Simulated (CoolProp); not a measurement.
Vapour-liquid equilibrium of o-xylene (1) + n-nonane (2) at 0.0036 MPa; x and y are mole fractions of (1).

Values from CoolProp's multi-fluid Helmholtz-energy mixture model, Zhou 2012 and Lemmon 2006; pair parameters Bell 2016.

```tsv
x	bubble temperature (°C)	y at the bubble point	dew temperature at overall composition x (°C)	liquid density (mol/L)
0.05	57.2	?	?	5.462
0.125	56.2	0.194	56.8	5.615
0.2	55.3	0.292	56.1	5.774
0.275	54.5	0.378	55.5	5.940
0.35	53.8	0.455	54.8	6.114
0.425	53.2	0.525	54.1	6.296
0.5	52.7	0.589	53.4	6.486
0.575	52.3	0.649	52.8	6.686
0.65	51.9	0.708	52.3	6.897
0.725	51.6	0.765	51.8	7.118
0.8	51.4	0.824	51.5	7.352
0.875	51.2	?	51.2	7.599
0.95	51.1	0.952	51.1	7.860
```

Task: Complete the blanks.

Result: 
- 0.05, y at the bubble point: 0.083
- 0.05, dew temperature at overall composition x (°C): 57.5
- 0.875, y at the bubble point: 0.885

No azeotrope shows between x = 0.05 and 0.95.

The pair parameters rest on a limited set of measurements; away from them the model extrapolates.
